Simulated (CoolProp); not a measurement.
R21 along the isotherm 57.95 °C: density (kg/m³) from the reference equation and from simpler models built on Tc = 179.6 °C, pc = 5.289 MPa, ω = 0.206; each cubic takes its own stable root.

Values from CoolProp's reference Helmholtz-energy equation of state, Platzer 1990. This equation is an older, rougher fit; its heat capacities, sound speeds and derivatives of the liquid may be far off and weren't checked against measurements.

```tsv
p (MPa)	phase	reference	van der Waals	Redlich-Kwong
0.00836	gas	0.3131	0.3129	0.3130
0.019	gas	0.7130	0.7119	0.7124
0.0433	gas	1.633	1.627	1.630
0.0986	gas	3.759	3.730	3.744
0.224	gas	8.768	8.606	8.684
0.511	liquid	1284	20.40	20.87
1.16	liquid	1286	51.57	1159
2.64	liquid	1292	813.0	1168
```

At some of these states van der Waals, Redlich-Kwong gives the other phase, because its saturation line lies elsewhere.
